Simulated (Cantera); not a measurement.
Input: 1 mol CH3Cl, 0.0071 mol CH4, 0.44 mol H2, equilibrated at 2227 °C and 133 Pa.

Equilibrium computed with Cantera from the NASA thermochemical tables; the gas is ideal and each condensed phase is pure. Candidate condensed phases: C, C6H6, C7H8, C8H18; 91 gas species. Kinetics and transport are ignored.

Base state: H 0.384, H2 0.311, HCl 0.160, Cl 0.140, C2H2 (acetylene) 0.00337, C3 0.000373, C2H 0.000298, C 0.000125 (mole fractions); condensed: C(graphite).

Q: What changes in the equilibrium state with this change: CH3Cl replaced by c-C4F8?

A: 
| species | before | after |
|---|---|---|
| F | 0 | 0.762 |
| HF | 0 | 0.123 |
| CF2 | 0 | 0.0881 |
| H | 0.384 | 0.000160 |
| H2 | 0.311 | 5.42e-8 |
| HCl | 0.160 | 0 |
| Cl | 0.140 | 0 |
| CF | 0 | 0.0249 |
| C2H2 (acetylene) | 0.00337 | <1e-9 |
| CF3 | 0 | 0.000251 |
| CF4 | 0 | 0.000116 |
| C(graphite), mol | 0.978 | 3.16 |
The feed counts by its element totals alone.
